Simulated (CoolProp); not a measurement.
Properties of m-xylene along the isotherm 346.85 °C.

Computed with CoolProp (reference Helmholtz-energy equation of state, Zhou 2012).

```json
[
 {"p (MPa)": "0.408", "phase": "gas", "density (kg/m³)": "8.775", "isothermal compressibility (1/MPa)": "[?]"},
 {"p (MPa)": "0.816", "phase": "gas", "density (kg/m³)": "18.41", "isothermal compressibility (1/MPa)": "1.350"},
 {"p (MPa)": "1.22", "phase": "gas", "density (kg/m³)": "29.04", "isothermal compressibility (1/MPa)": "[?]"},
 {"p (MPa)": "1.63", "phase": "gas", "density (kg/m³)": "41.27", "isothermal compressibility (1/MPa)": "0.7758"},
 {"p (MPa)": "2.04", "phase": "gas", "density (kg/m³)": "55.54", "isothermal compressibility (1/MPa)": "0.6838"},
 {"p (MPa)": "2.45", "phase": "gas", "density (kg/m³)": "72.87", "isothermal compressibility (1/MPa)": "[?]"},
 {"p (MPa)": "2.85", "phase": "gas", "density (kg/m³)": "94.81", "isothermal compressibility (1/MPa)": "0.6777"},
 {"p (MPa)": "3.26", "phase": "gas", "density (kg/m³)": "128.5", "isothermal compressibility (1/MPa)": "[?]"},
 {"p (MPa)": "3.67", "phase": "supercritical", "density (kg/m³)": "283.5", "isothermal compressibility (1/MPa)": "9.972"},
 {"p (MPa)": "4.08", "phase": "supercritical", "density (kg/m³)": "410.1", "isothermal compressibility (1/MPa)": "0.1964"},
 {"p (MPa)": "4.49", "phase": "supercritical", "density (kg/m³)": "434.5", "isothermal compressibility (1/MPa)": "0.1054"},
 {"p (MPa)": "4.89", "phase": "supercritical", "density (kg/m³)": "[?]", "isothermal compressibility (1/MPa)": "0.07409"},
 {"p (MPa)": "5.3", "phase": "supercritical", "density (kg/m³)": "462.2", "isothermal compressibility (1/MPa)": "0.05731"}
]
```

**Question.** Fill in the missing entries.

**Answer.** 
- 0.408, isothermal compressibility (1/MPa): 2.563
- 1.22, isothermal compressibility (1/MPa): 0.9600
- 2.45, isothermal compressibility (1/MPa): 0.6503
- 3.26, isothermal compressibility (1/MPa): 0.8508
- 4.89, density (kg/m³): 450.1
